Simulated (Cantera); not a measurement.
Charge: 1 mol BN, 40 mol HCl, 1.5 mol N₂, held at 100 Torr.

Equilibrium computed with Cantera from the NASA thermochemical tables; the gas is ideal and each condensed phase is pure. Candidate condensed phases: B, BN, NH₄Cl; 21 gas species. The tables' values for BCl₂, BCl are old estimates; treat these amounts as uncertain. Gases not in the tables: BHCl₂. The numbers say what is thermodynamically allowed, not how fast it happens.

Task: At 1773 K, list the 4 most abundant gas species with their mole fractions, and the condensed phases.

Result: HCl 0.888, N₂ 0.0481, H₂ 0.0372, BCl₃ 0.0237. Condensed: gas only.
